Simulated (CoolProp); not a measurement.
The fluid at 428.34 K and 0.405 MPa flows at 8.8 m/s in a round tube of 1 mm bore and 15 µm roughness, fully developed (64/Re and Nu = 3.66 if laminar; Colebrook and Gnielinski if turbulent). The same conditions are run with several fluids, on thermodynamics alone (safety and materials aside).

The numbers come from the reference Helmholtz-energy equation of state of each fluid (water: Wagner 2002; R507A: Lemmon 2003; n-hexane: Thol 2019; R13: Platzer 1990; sulfur hexafluoride: Guder 2009) in CoolProp. The equations of Platzer and Polt are older, rougher fits. Blends and air are pseudo-pure fits.

Q: Rank water, R507A, n-hexane, R13, sulfur hexafluoride by Reynolds number, highest first.

A: n-hexane (10400), sulfur hexafluoride (7050), R507A (5810), R13 (5320), water (1310)

| fluid | Darcy friction factor | pressure drop (Pa/m) | heat-transfer coefficient (W/(m² K)) | mass flow (kg/h) |
|---|---|---|---|---|
| water | 0.0488 | 4010 | 111 | 0.0528 |
| R507A | 0.0506 | 22400 | 660 | 0.285 |
| n-hexane | 0.0478 | 19900 | 1380 | 0.268 |
| R13 | 0.0511 | 23700 | 530 | 0.299 |
| sulfur hexafluoride | 0.0495 | 32200 | 784 | 0.419 |

Transport values come from each fluid's own correlations; those of R13 are estimates that may be off by 10 % or more.
